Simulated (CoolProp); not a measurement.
Vapour-liquid equilibrium of CH2F2 (R32) (1) + R152A (2) at 0.774 MPa; x and y are mole fractions of (1).

Model: multi-fluid Helmholtz-energy mixture model, Tillner-Roth 1997 and Outcalt 1996; pair parameters Bell 2016, in CoolProp.

Problem. Give the bubble temperature and the first vapour's composition at x = 0.05, 0.5, 0.8. Is there an azeotrope?

Solution. x = 0.05: 304.4 K, y = 0.109; x = 0.5: 285.1 K, y = 0.710; x = 0.8: 276.4 K, y = 0.908. No azeotrope shows between x = 0.05 and 0.95.

Pair parameters are fitted to limited data, so mixtures are less certain than the pure fluids.
